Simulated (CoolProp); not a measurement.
Values from CoolProp's reference Helmholtz-energy equation of state, Fiedler 2023.

Question: For tetrahydrofuran, give the phase and the density (kg/m³), expansivity (1/kK), fugacity coefficient at 225.6 K and 599 kPa; 423.7 K and 943 kPa.

Answer: 
- 225.6 K and 599 kPa: liquid; density 960, expansivity 1.09, fugacity coefficient 0.000436
- 423.7 K and 943 kPa: liquid; density 728, expansivity 2.04, fugacity coefficient 0.800
